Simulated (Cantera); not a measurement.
Input (Python, Cantera):

```python
import numpy as np
import cantera as ct

gas = ct.Solution("gri30.yaml", transport_model="multicomponent")
show = ['C2H2', 'CH4', 'CO2']

rows = []
print(f"{'T/K':>7s}{'rho':>11s}{'cp':>10s}{'mu':>11s}{'lambda':>11s}{'Pr':>7s}" + "".join(f"{'D_' + s:>11s}" for s in show))
for T in [400, 500, 600, 700, 800, 900]:
    gas.TPX = T, 1000000, {'C2H4': 0.61, 'CO2': 0.27}
    Pr = gas.cp_mass * gas.viscosity / gas.thermal_conductivity
    D = [gas.mix_diff_coeffs_mole[gas.species_index(s)] for s in show]
    rows.append([gas.density, gas.cp_mass, gas.viscosity, gas.thermal_conductivity, Pr, *D])
    print(f"{T:7g}{gas.density:11.4e}{gas.cp_mass:10.1f}{gas.viscosity:11.4e}"
          f"{gas.thermal_conductivity:11.4e}{Pr:7.3f}" + "".join(f"{d:11.4e}" for d in D))
print("SI units: kg/m3, J/kg/K, Pa s, W/m/K, m2/s")
```

It prints:

```
    T/K        rho        cp         mu     lambda     Pr     D_C2H2      D_CH4      D_CO2
    400 9.9072e+00    1491.9 1.5431e-05 3.0757e-02  0.748 2.1720e-06 2.9574e-06 2.0474e-06
    500 7.9258e+00    1725.7 1.8838e-05 4.3481e-02  0.748 3.2865e-06 4.4351e-06 3.1130e-06
    600 6.6048e+00    1933.4 2.1971e-05 5.6875e-02  0.747 4.5752e-06 6.1346e-06 4.3494e-06
    700 5.6613e+00    2105.5 2.4879e-05 7.0223e-02  0.746 6.0241e-06 8.0387e-06 5.7424e-06
    800 4.9536e+00    2244.1 2.7602e-05 8.3146e-02  0.745 7.6221e-06 1.0135e-05 7.2812e-06
    900 4.4032e+00    2362.5 3.0169e-05 9.5804e-02  0.744 9.3608e-06 1.2412e-05 8.9569e-06
SI units: kg/m3, J/kg/K, Pa s, W/m/K, m2/s
```

Detailed kinetics in Cantera: GRI-Mech 3.0 (53 species, 325 reactions).
